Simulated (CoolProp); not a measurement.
A single-stage vapour-compression cycle with R143a: evaporating at 219.15 K (dew point), condensing at 272.15 K (bubble point), superheat 5 K, subcooling 8 K, compressor efficiency 0.85, no pressure losses. Each further row changes one setting.

Computed with CoolProp (reference Helmholtz-energy equation of state, Lemmon and Jacobsen 2000).

```csv
case,cooling COP,pressure ratio,discharge temperature (K),refrigerating effect (kJ/kg),volumetric capacity (kJ/m³)
as stated,?,8.26,302.1,173,590
evaporating temperature 224.15 K,3.40,6.45,?,177,758
condensing temperature 267.15 K,3.33,?,295.7,181,615
subcooling 13 K,?,8.26,302.1,181,614
superheat 15 K,2.93,8.26,312.8,182,?
compressor efficiency 0.75,2.59,8.26,309.6,173,590
```

Problem. Some entries are withheld; supply them.

Solution. 
- as stated, cooling COP: 2.94
- evaporating temperature 224.15 K, discharge temperature (K): 298.5
- condensing temperature 267.15 K, pressure ratio: 7.04
- subcooling 13 K, cooling COP: 3.06
- superheat 15 K, volumetric capacity (kJ/m³): 588
